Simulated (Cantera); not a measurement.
# Gas activation for diamond growth

An isothermal, constant-pressure homogeneous reactor starts with 1.18 % CH₄, 98.0 % H₂, 0.843 % CO₂, at 2298 K and 20.0 Torr.

Computed with Cantera and GRI-Mech 3.0 (53 species, 325 reactions). Radical loss at walls, strong at low pressure, is not modelled.

```json
[
 {"t (s)": "4.00e-6", "x CH₄": "0.0117", "x H₂": "0.980", "x CO₂": "0.00843", "x O": "1.34e-10", "x HCO": "<1e-12", "x C₂H₆": "3.11e-12"},
 {"t (s)": "1.29e-5", "x CH₄": "0.0117", "x H₂": "0.980", "x CO₂": "0.00843", "x O": "1.35e-10", "x HCO": "<1e-12", "x C₂H₆": "1.04e-10"},
 {"t (s)": "4.15e-5", "x CH₄": "0.0117", "x H₂": "0.980", "x CO₂": "0.00842", "x O": "1.51e-10", "x HCO": "4.57e-12", "x C₂H₆": "1.32e-9"},
 {"t (s)": "0.000134", "x CH₄": "0.0115", "x H₂": "0.979", "x CO₂": "0.00838", "x O": "3.31e-10", "x HCO": "1.97e-10", "x C₂H₆": "1.18e-8"},
 {"t (s)": "0.000431", "x CH₄": "0.0111", "x H₂": "0.977", "x CO₂": "0.00803", "x O": "2.40e-9", "x HCO": "4.85e-9", "x C₂H₆": "8.80e-8"},
 {"t (s)": "0.00139", "x CH₄": "0.00968", "x H₂": "0.969", "x CO₂": "0.00525", "x O": "3.64e-8", "x HCO": "3.61e-8", "x C₂H₆": "3.59e-7"},
 {"t (s)": "0.00447", "x CH₄": "0.00473", "x H₂": "0.957", "x CO₂": "0.000177", "x O": "3.02e-7", "x HCO": "6.80e-8", "x C₂H₆": "2.12e-7"},
 {"t (s)": "0.0144", "x CH₄": "0.000850", "x H₂": "0.952", "x CO₂": "1.25e-5", "x O": "5.62e-7", "x HCO": "2.79e-8", "x C₂H₆": "9.52e-9"},
 {"t (s)": "0.0464", "x CH₄": "0.000270", "x H₂": "0.946", "x CO₂": "1.13e-5", "x O": "7.12e-7", "x HCO": "1.44e-8", "x C₂H₆": "1.19e-9"},
 {"t (s)": "0.150", "x CH₄": "0.000109", "x H₂": "0.939", "x CO₂": "5.92e-6", "x O": "4.83e-7", "x HCO": "7.55e-9", "x C₂H₆": "2.36e-10"},
 {"t (s)": "0.482", "x CH₄": "2.16e-5", "x H₂": "0.929", "x CO₂": "5.13e-7", "x O": "5.89e-8", "x HCO": "4.85e-9", "x C₂H₆": "1.10e-11"},
 {"t (s)": "1.55", "x CH₄": "3.13e-6", "x H₂": "0.926", "x CO₂": "2.53e-10", "x O": "3.34e-11", "x HCO": "4.78e-9", "x C₂H₆": "<1e-12"},
 {"t (s)": "5.00", "x CH₄": "3.06e-6", "x H₂": "0.926", "x CO₂": "8.01e-11", "x O": "1.07e-11", "x HCO": "4.78e-9", "x C₂H₆": "<1e-12"}
]
```
x: mole fraction; the columns are a selection and need not sum to one.

Equilibrium at this temperature and pressure: CH₄ 3.09e-6, H₂ 0.926, CO₂ 8.08e-11, O 1.08e-11, HCO 4.78e-9, C₂H₆ <1e-12 (gas phase only).
